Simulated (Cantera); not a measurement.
What does this Cantera script print?

```python
import numpy as np
import cantera as ct

gas = ct.Solution("gri30.yaml")


def delay(T, t_max=10):
    gas.TPX = T, 2800000, {'CH4': 1, 'O2': 2.99, 'N2': 11.2}
    reactor = ct.IdealGasReactor(gas, clone=False)
    net = ct.ReactorNet([reactor])
    net.rtol, net.atol = 1e-8, 1e-16
    while net.time < t_max:
        t_old, T_old = net.time, reactor.T
        net.step()
        if reactor.T > T + 400:  # ignition: a rise of 400 K
            return t_old + (T + 400 - T_old) / (reactor.T - T_old) * (net.time - t_old)
    return np.nan


taus = []
for T in [1050, 1150, 1250, 1350, 1450, 1550, 1650, 1750, 1850, 1950]:
    taus.append(delay(T))
    print(f"T0 = {T:6g} K   tau = {taus[-1]:.4e} s")
```

Result:

```
T0 =   1050 K   tau = 1.0865e-02 s
T0 =   1150 K   tau = 2.4289e-03 s
T0 =   1250 K   tau = 7.0221e-04 s
T0 =   1350 K   tau = 2.4067e-04 s
T0 =   1450 K   tau = 9.2762e-05 s
T0 =   1550 K   tau = 3.9105e-05 s
T0 =   1650 K   tau = 1.7770e-05 s
T0 =   1750 K   tau = 8.6481e-06 s
T0 =   1850 K   tau = 4.4989e-06 s
T0 =   1950 K   tau = 2.4978e-06 s
```

Computed with Cantera and GRI-Mech 3.0 (53 species, 325 reactions). The pressure lies above the range GRI-Mech 3.0 was tuned for (to about 10 atm).
